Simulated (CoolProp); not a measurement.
A Linde-Hampson liquefier for methane: isothermal reversible compression at 250 K from 1 atm to 40 MPa, throttling to 1 atm, return gas leaving the recuperator 5 K below the feed. Each further row changes one setting.

The numbers come from the reference Helmholtz-energy equation of state, Setzmann 1991 in CoolProp.

| case | liquid yield per pass | compression work (kJ/kg of gas) |
|---|---|---|
| as stated | 0.347 | 688 |
| high pressure 80 MPa | [?] | [?] |
| warm-end temperature 280 K | [?] | [?] |
| warm-end gap 10 K | [?] | 688 |

Fill in the missing entries.


- high pressure 80 MPa, liquid yield per pass: 0.299
- high pressure 80 MPa, compression work (kJ/kg of gas): 809
- warm-end temperature 280 K, liquid yield per pass: 0.278
- warm-end temperature 280 K, compression work (kJ/kg of gas): 803
- warm-end gap 10 K, liquid yield per pass: 0.338
